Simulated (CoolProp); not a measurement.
Saturated liquid density (kg/m³) of the fluoroketone C6F12O (FK-5-1-12): the reference equation beside estimates from Tc = 441.8 K, pc = 1.869 MPa, ω = 0.471. Rackett uses Z = 0.29056 − 0.08775 ω.

Values from CoolProp's reference Helmholtz-energy equation of state, McLinden 2015.

```json
[
 {"T (K)": "276.9", "reference": "1665", "Rackett": "1841", "van der Waals": "972.8", "Redlich-Kwong": "1427", "Soave-Redlich-Kwong": "1519", "Peng-Robinson": "1713"},
 {"T (K)": "285.7", "reference": "1639", "Rackett": "1811", "van der Waals": "958.5", "Redlich-Kwong": "1402", "Soave-Redlich-Kwong": "1497", "Peng-Robinson": "1690"},
 {"T (K)": "294.5", "reference": "1613", "Rackett": "1781", "van der Waals": "943.8", "Redlich-Kwong": "1376", "Soave-Redlich-Kwong": "1474", "Peng-Robinson": "1665"},
 {"T (K)": "303.3", "reference": "1587", "Rackett": "1749", "van der Waals": "___", "Redlich-Kwong": "1350", "Soave-Redlich-Kwong": "1449", "Peng-Robinson": "1638"},
 {"T (K)": "312.1", "reference": "1559", "Rackett": "1717", "van der Waals": "912.7", "Redlich-Kwong": "1321", "Soave-Redlich-Kwong": "1423", "Peng-Robinson": "___"},
 {"T (K)": "320.9", "reference": "1531", "Rackett": "1684", "van der Waals": "896.2", "Redlich-Kwong": "1292", "Soave-Redlich-Kwong": "1396", "Peng-Robinson": "1580"},
 {"T (K)": "329.7", "reference": "1502", "Rackett": "___", "van der Waals": "879.1", "Redlich-Kwong": "1262", "Soave-Redlich-Kwong": "1366", "Peng-Robinson": "1547"},
 {"T (K)": "338.5", "reference": "1472", "Rackett": "1615", "van der Waals": "861.2", "Redlich-Kwong": "1229", "Soave-Redlich-Kwong": "1335", "Peng-Robinson": "1513"},
 {"T (K)": "347.2", "reference": "1441", "Rackett": "1578", "van der Waals": "842.6", "Redlich-Kwong": "1196", "Soave-Redlich-Kwong": "1302", "Peng-Robinson": "1476"},
 {"T (K)": "356", "reference": "1408", "Rackett": "1540", "van der Waals": "822.9", "Redlich-Kwong": "1161", "Soave-Redlich-Kwong": "1266", "Peng-Robinson": "1436"},
 {"T (K)": "364.8", "reference": "1374", "Rackett": "1500", "van der Waals": "802.1", "Redlich-Kwong": "1123", "Soave-Redlich-Kwong": "1227", "Peng-Robinson": "1392"},
 {"T (K)": "373.6", "reference": "1337", "Rackett": "1457", "van der Waals": "780.0", "Redlich-Kwong": "1083", "Soave-Redlich-Kwong": "1185", "Peng-Robinson": "1345"},
 {"T (K)": "382.4", "reference": "1298", "Rackett": "1412", "van der Waals": "756.3", "Redlich-Kwong": "___", "Soave-Redlich-Kwong": "1139", "Peng-Robinson": "1293"},
 {"T (K)": "391.2", "reference": "1255", "Rackett": "___", "van der Waals": "730.8", "Redlich-Kwong": "994.8", "Soave-Redlich-Kwong": "1089", "Peng-Robinson": "1235"},
 {"T (K)": "400", "reference": "1209", "Rackett": "1310", "van der Waals": "702.9", "Redlich-Kwong": "___", "Soave-Redlich-Kwong": "1033", "Peng-Robinson": "___"}
]
```

**Question.** What belongs in the gaps?

**Answer.** 
- 303.3, van der Waals: 928.5
- 312.1, Peng-Robinson: 1610
- 329.7, Rackett: 1650
- 382.4, Redlich-Kwong: 1041
- 391.2, Rackett: 1363
- 400, Redlich-Kwong: 944.9
- 400, Peng-Robinson: 1171

Absolute difference from the reference over all 15 rows, mean and median: Rackett 9.6 and 9.7 %, van der Waals 41.6 and 41.5 %, Redlich-Kwong 17.1 and 16.5 %, Soave-Redlich-Kwong 10.2 and 9.3 %, Peng-Robinson 2.4 and 2.9 %.
